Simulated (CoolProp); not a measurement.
The numbers come from the reference Helmholtz-energy equation of state, Lemmon 2006 in CoolProp. It is a short technical equation, of lower accuracy than the large ones.

For carbonyl sulfide, give the phase and the Z, cp (kJ/(kg K)), speed of sound (m/s), expansivity (1/kK) at -121.05 °C and 18.9 MPa; 59.75 °C and 18.9 MPa.


- -121.05 °C and 18.9 MPa: liquid; Z 0.674, cp 1.19, speed of sound 1430, expansivity 1.39
- 59.75 °C and 18.9 MPa: liquid; Z 0.425, cp 1.31, speed of sound 688, expansivity 2.61
